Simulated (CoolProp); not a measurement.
A single-stage vapour-compression cycle with the fluid: evaporating at 209.15 K (dew point), condensing at 251.15 K (bubble point), superheat 2 K, subcooling 0 K, compressor efficiency 0.9, no pressure losses. The same conditions are run with several fluids, on thermodynamics alone (safety and materials aside).

Computed with CoolProp (reference Helmholtz-energy equation of state of each fluid (hydrogen chloride: Thol 2018; R407C: Lemmon 2003; hydrogen sulfide: Lemmon 2006; CH3F (R41): Lemmon 2006; R13: Platzer 1990; chlorine: Thol 2021)). The equations of Platzer and Polt are older, rougher fits. Blends and air are pseudo-pure fits.

```json
[
 {"fluid": "hydrogen chloride", "cooling COP": "3.54", "pressure ratio": "4.75", "discharge temperature (K)": "338.9", "refrigerating effect (kJ/kg)": "348", "volumetric capacity (kJ/m³)": "2250"},
 {"fluid": "R407C", "cooling COP": "3.13", "pressure ratio": "?", "discharge temperature (K)": "302.6", "refrigerating effect (kJ/kg)": "?", "volumetric capacity (kJ/m³)": "?"},
 {"fluid": "hydrogen sulfide", "cooling COP": "3.68", "pressure ratio": "?", "discharge temperature (K)": "342.4", "refrigerating effect (kJ/kg)": "468", "volumetric capacity (kJ/m³)": "776"},
 {"fluid": "CH3F (R41)", "cooling COP": "?", "pressure ratio": "5.08", "discharge temperature (K)": "316.1", "refrigerating effect (kJ/kg)": "377", "volumetric capacity (kJ/m³)": "1640"},
 {"fluid": "R13", "cooling COP": "3.49", "pressure ratio": "4.57", "discharge temperature (K)": "273.4", "refrigerating effect (kJ/kg)": "100", "volumetric capacity (kJ/m³)": "?"},
 {"fluid": "chlorine", "cooling COP": "3.64", "pressure ratio": "7.68", "discharge temperature (K)": "?", "refrigerating effect (kJ/kg)": "265", "volumetric capacity (kJ/m³)": "234"}
]
```

### Question
Complete the blanks.

### Answer

- R407C, pressure ratio: 12.1
- R407C, refrigerating effect (kJ/kg): 205
- R407C, volumetric capacity (kJ/m³): 219
- hydrogen sulfide, pressure ratio: 6.09
- CH3F (R41), cooling COP: 3.59
- R13, volumetric capacity (kJ/m³): 1510
- chlorine, discharge temperature (K): 366.0
